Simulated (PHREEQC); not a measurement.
Solution (20 °C): 0.24 mol/kgw ZnCl2 and 0.041 mol/kgw MgCl2. Closed to the air; pH follows from the charge balance.

The numbers come from PHREEQC with the ion-association model, wateq4f.dat.

No solid was allowed to form.

### Question
Order these Zn species by the share of Zn that they hold, largest first: ZnCl2, ZnCl4-2, ZnCl+, ZnCl3-, Zn+2.

### Answer
Zn+2 (76 %), ZnCl+ (18 %), ZnCl2 (2.9 %), ZnCl3- (1.8 %), ZnCl4-2 (0.86 %)

The pH is 4.77 and the ionic strength 0.719 mol/kgw. The ionic strength is past about 0.7 mol/kgw, beyond the range of this activity model, so the values are rough. Complexes and solids missing from the database can't appear.
